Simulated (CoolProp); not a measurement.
Vapour-liquid equilibrium of isobutane (1) + R245fa (2) at 373.3 K; x and y are mole fractions of (1).

Computed with CoolProp (multi-fluid Helmholtz-energy mixture model, Bücker 2006 and Akasaka 2015; pair parameters Bell 2016).

| x | bubble pressure (MPa) | y at the bubble point | dew pressure at overall composition x (MPa) | liquid density (mol/L) |
|---|---|---|---|---|
| 0.05 | 1.451 | 0.133 | 1.333 | 8.036 |
| 0.125 | 1.674 | 0.266 | 1.439 | 7.857 |
| 0.2 | 1.847 | 0.356 | 1.558 | 7.678 |
| 0.275 | 1.980 | 0.422 | 1.691 | 7.505 |
| 0.35 | 2.082 | 0.477 | 1.835 | 7.341 |
| 0.425 | 2.161 | 0.524 | 1.985 | 7.195 |
| 0.5 | 2.220 | 0.569 | 2.123 | 7.077 |
| 0.575 | 2.260 | 0.614 | 2.226 | 6.995 |
| 0.65 | 2.281 | 0.661 | 2.278 | 6.958 |
| 0.725 | 2.280 | 0.713 | 2.276 | 6.973 |
| 0.8 | 2.252 | 0.771 | 2.230 | 7.036 |
| 0.875 | 2.192 | 0.840 | 2.153 | 7.141 |
| 0.95 | 2.090 | 0.927 | 2.059 | 7.280 |

y crosses x between x = 0.65 and 0.725: the model has an azeotrope there.

The pair parameters rest on a limited set of measurements; away from them the model extrapolates.
